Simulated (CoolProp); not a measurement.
A single-stage vapour-compression cycle with R404A: evaporating at 222.15 K (dew point), condensing at 257.15 K (bubble point), superheat 10 K, subcooling 2 K, compressor efficiency 0.8, no pressure losses. Each further row changes one setting.

Model: reference Helmholtz-energy equation of state, Lemmon 2003, in CoolProp. It is a pseudo-pure fit of the blend.

```tsv
case	cooling COP	pressure ratio	discharge temperature (K)	refrigerating effect (kJ/kg)	volumetric capacity (kJ/m³)
as stated	…	4.62	286.5	169	680
evaporating temperature 227.15 K	5.23	…	…	172	…
condensing temperature 252.15 K	5.12	…	279.7	176	707
subcooling 7 K	4.47	4.62	286.5	176	707
superheat 20 K	…	4.62	297.2	…	…
compressor efficiency 0.7	3.76	4.62	292.7	169	680
```

Some entries are withheld; supply them.


- as stated, cooling COP: 4.30
- evaporating temperature 227.15 K, pressure ratio: 3.60
- evaporating temperature 227.15 K, discharge temperature (K): 283.1
- evaporating temperature 227.15 K, volumetric capacity (kJ/m³): 876
- condensing temperature 252.15 K, pressure ratio: 3.84
- superheat 20 K, cooling COP: 4.29
- superheat 20 K, refrigerating effect (kJ/kg): 177
- superheat 20 K, volumetric capacity (kJ/m³): 679
